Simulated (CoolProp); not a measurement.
The fluid at 486.06 K and 0.648 MPa (gas) is heated at constant pressure to 529.8 K. The same conditions are run with several fluids, on thermodynamics alone (safety and materials aside).

Model: reference Helmholtz-energy equation of state of each fluid (propylene: Lemmon 2013; tetrahydrofuran: Fiedler 2023; carbonyl sulfide: Lemmon 2006; hydrogen chloride: Thol 2018), in CoolProp.

### Question
Rank propylene, tetrahydrofuran, carbonyl sulfide, hydrogen chloride by heat (kJ/kg), highest first.

### Answer
propylene (101), tetrahydrofuran (84.0), carbonyl sulfide (36.3), hydrogen chloride (35.6)

```tsv
fluid	final density (kg/m³)
propylene	6.28
tetrahydrofuran	11.1
carbonyl sulfide	8.94
hydrogen chloride	5.40
```
